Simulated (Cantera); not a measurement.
Thermodynamics of silicon nitride deposition, feed SiF4 + NH3

Charge: 1 mol SiF4, 0.22 mol NH3, equilibrated at 47.0 Pa.

Method: chemical equilibrium by Gibbs-energy minimisation in Cantera with the NASA 1993 tables (ideal gas, pure condensed phases). Candidate condensed phases: Si, Si3N4; 37 gas species. The tables' values for SiF3, SiF2 are old estimates; treat these amounts as uncertain. The numbers say what is thermodynamically allowed, not how fast it happens.

From 1073 K to 1248 K nothing is condensed. The main Si-bearing gas is SiF4 throughout.

```tsv
T (K)	x SiF4	x H2	x N2	x HF	x SiF3	x SiHF3
1073	0.692	0.228	0.0764	0.00163	0.000995	0.000635
1098	0.692	0.228	0.0763	0.00214	0.00145	0.000684
1123	0.691	0.227	0.0763	0.00279	0.00205	0.000728
1148	0.690	0.227	0.0763	0.00363	0.00283	0.000766
1173	0.688	0.226	0.0762	0.00468	0.00383	0.000799
1198	0.687	0.225	0.0762	0.00601	0.00510	0.000827
1223	0.684	0.224	0.0761	0.00766	0.00667	0.000850
1248	0.682	0.223	0.0761	0.00968	0.00860	0.000869
```
x: gas mole fraction; nothing condenses.
